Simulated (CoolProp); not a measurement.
Model: reference Helmholtz-energy equation of state, Span 2000, in CoolProp.

### Question
Give the vapour pressure (MPa), vapour density (kg/m³), enthalpy of vaporisation (kJ/kg) of saturated nitrogen at 108.7, 115, 122.9 K.

### Answer
```tsv
T (K)	p (MPa)	vapour density (kg/m³)	enthalpy of vaporisation (kJ/kg)
108.7	1.36	57.4	138
115	1.94	87.3	116
122.9	2.90	160	71.8
```
